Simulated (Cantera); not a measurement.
# Diamond growth

A diamond (100) surface in a fixed gas of H2 with x(CH4) = 0.023, x(H) = 0.001, x(CH3) = 0.002, at 1198 K; coverages are run to steady state.

Detailed kinetics in Cantera: the Harris–Goodwin 1993 mechanism for the reconstructed diamond (100) surface.

```tsv
P (Pa)	growth (µm/h)	θ c6HH	θ c6H*	θ c6*H	θ c6**	θ c6HM
440	0.377	0.460	0.0365	0.470	0.0168	0.00277
780	0.751	0.458	0.0364	0.468	0.0166	0.00491
1400	1.57	0.456	0.0361	0.464	0.0163	0.00872
2500	3.42	0.451	0.0357	0.459	0.0161	0.0152
4400	7.73	0.444	0.0351	0.451	0.0158	0.0255
7800	18.5	0.432	0.0340	0.437	0.0153	0.0419
14000	45.7	0.415	0.0325	0.418	0.0146	0.0661
25000	110	0.393	0.0306	0.392	0.0137	0.0971
```
θ: site fractions in the mechanism's names (c6HH fully hydrogenated, c6H* and c6*H radical sites, c6** diradical, c6HM methylated).
